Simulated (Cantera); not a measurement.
Input: 1 mol C2H4, 0.039 mol CO2, 0.27 mol N2, 6.7 mol H2, equilibrated at 452 °C and 27000 Pa.

Method: chemical equilibrium by Gibbs-energy minimisation in Cantera with the NASA 1993 tables (ideal gas, pure condensed phases). Candidate condensed phases: C, C6H6, C7H8, C8H18, H2O; 136 gas species. Kinetics and transport are ignored.

Base state: H2 0.656, CH4 0.294, N2 0.0389, H2O 0.0111, NH3 0.000194, CO 0.000160, CO2 2.03e-5 (mole fractions); condensed: gas only.

### Question
What changes in the equilibrium state with this change: CO2 from 0.039 to 0.7 mol?

### Answer
```csv
species,before,after
H2,0.656,0.471
CH4,0.294,0.307
H2O,0.0111,0.160
CO2,2.03e-5,0.0168
N2,0.0389,0.0386
CO,0.000160,0.00656
NH3,0.000194,0.000117
"C(graphite), mol",0,0.392
```

### Question
What changes in the equilibrium state with this change: pressure from 27000 Pa to 1330 Pa?

### Answer
| species | before | after |
|---|---|---|
| H2 | 0.656 | 0.903 |
| CH4 | 0.294 | 0.0558 |
| N2 | 0.0389 | 0.0317 |
| H2O | 0.0111 | 0.00620 |
| CO | 0.000160 | 0.00268 |
| NH3 | 0.000194 | 1.40e-5 |
| CO2 | 2.03e-5 | 0.000138 |
| C(graphite), mol | 0 | 1.54 |
